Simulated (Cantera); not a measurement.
**Ignition delay**

Mixture: CH4 : O2 : N2 = 1 : 2 : 7.52 (molar parts), equivalence ratio 1.0, at 7500 Torr, adiabatic and at constant pressure. Ignition delay is the time to a rise of 400 K.

Cantera simulation using GRI-Mech 3.0 (53 species, 325 reactions); the numbers are that mechanism's predictions, not measurements.

```
T0 (K)  delay (ms)
------  ----------
1000          83.1
1050          36.7
1100          17.6
1150          8.93
1200          4.74
1250          2.60
1300          1.47
1350         0.849
1400         0.502
1450         0.304
```

```json
{
 "apparent activation energy between 1350 and 1450 K": "170 kJ/mol"
}
```
